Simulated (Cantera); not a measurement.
Input: 1 mol Si, 2.2 mol Cl2, 4.3 mol H2, at 775 K and 1 atm.

Method: chemical equilibrium by Gibbs-energy minimisation in Cantera with the NASA 1993 tables (ideal gas, pure condensed phases). Candidate condensed phases: Si; 19 gas species. Equilibrium is a limit: real reactors are often held back by kinetics, nucleation or transport.

Base state: H2 0.744, SiCl4 0.181, HCl 0.0739, SiHCl3 0.00118 (mole fractions); condensed: gas only.

What changes in the equilibrium state with this change: Cl2 from 2.2 to 1.6 mol?


```
species      before     after
----------  -------  --------
H2            0.744     0.823
SiCl4         0.181     0.111
SiHCl3      0.00118    0.0626
HCl          0.0739  0.000942
SiH3Cl        <1e-9   2.70e-5
SiH2Cl2     5.92e-7   0.00273
Si(s), mol        0     0.116
```
The tables' values for SiCl3 are old estimates; treat these amounts as uncertain.
